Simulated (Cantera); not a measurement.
Input: 1 mol SiH2Cl2, 43 mol NH3, 43 mol H2, at 0.100 bar.

Cantera equilibrium calculation (NASA polynomials, part measured and part estimated; ideal gas, pure solids and liquids). Candidate condensed phases: NH4Cl, Si, Si3N4; 28 gas species. Rates play no part.

Over these rows the condensed part is Si3N4(s). Partial pressures as log10 of bar:

```json
[
 {"T (K)": "1198", "1000/T (1/K)": "0.8347", "log p SiCl2": "-8.02", "log p H2": "-1.08", "log p N2": "-1.80", "log p HCl": "-2.81"},
 {"T (K)": "1298", "1000/T (1/K)": "0.7704", "log p SiCl2": "-7.14", "log p H2": "-1.08", "log p N2": "-1.80", "log p HCl": "-2.81"},
 {"T (K)": "1398", "1000/T (1/K)": "0.7153", "log p SiCl2": "-6.39", "log p H2": "-1.08", "log p N2": "-1.80", "log p HCl": "-2.81"},
 {"T (K)": "1498", "1000/T (1/K)": "0.6676", "log p SiCl2": "-5.74", "log p H2": "-1.08", "log p N2": "-1.80", "log p HCl": "-2.82"},
 {"T (K)": "1598", "1000/T (1/K)": "0.6258", "log p SiCl2": "?", "log p H2": "-1.08", "log p N2": "-1.80", "log p HCl": "-2.82"},
 {"T (K)": "1698", "1000/T (1/K)": "0.5889", "log p SiCl2": "-4.70", "log p H2": "-1.08", "log p N2": "-1.80", "log p HCl": "-2.83"}
]
```

Question: Fit log p(SiCl2) = a + b·(1000/T) to the five rows, give the apparent enthalpy, and predict the row at 1598 K.

Answer: Means: 1000/T = 0.7154, log p = -6.398. Sxy = -0.480565, Sxx = 0.0355446, so b = -13.52 and a = -6.398 − (-13.52)×0.7154 = 3.27.
Apparent enthalpy: −19.145 × (-13.52) = 259 kJ/mol. With the condensed phases at unit activity, 1/3 Si3N4(s) + 2 HCl(g) = SiCl2(g) + H2(g) + 2/3 N2(g) links this pressure to the main gases: over the six rows their terms move log p by -0.04 in all, so the slope is close to that reaction's ΔH°. The five rows lie within 0.02 of the line.
Prediction at 1598 K: 3.27 + (-13.52)×0.6258 = -5.19. The computed value is -5.18, 0.01 from the line.
